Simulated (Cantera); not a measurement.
Charge: 1 mol SiC, 0.24 mol N2O, 1.5 mol H2, equilibrated at 0.00300 bar.

Equilibrium computed with Cantera from the NASA thermochemical tables; the gas is ideal and each condensed phase is pure. Candidate condensed phases: C, C6H6, C7H8, C8H18, H2O, Si, SiC, SiO2, Si2N2O, Si3N4; 151 gas species. Mutual solubility and eutectic melting of coexisting phases are not modelled. Kinetics and transport are ignored. All values below are at 1075 °C.

Base state: H2 0.946, N2 0.0269, CO 0.0269, HCN 5.11e-5, H 4.11e-5, SiO 2.59e-5, CH4 1.57e-5 (mole fractions); condensed: C(graphite) + SiC(s) + Si2N2O(s).

Q: What changes in the equilibrium state with this change: pressure from 0.00300 bar to 0.0130 bar?

A: 
```csv
species,before,after
H2,0.946,0.987
CO,0.0269,0.00621
N2,0.0269,0.00621
SiO,2.59e-5,5.99e-6
CH4,1.57e-5,7.40e-5
HCN,5.11e-5,2.51e-5
"C(graphite), mol",0.352,0.452
"SiC(s), mol",0.605,0.539
"Si2N2O(s), mol",0.197,0.231
```
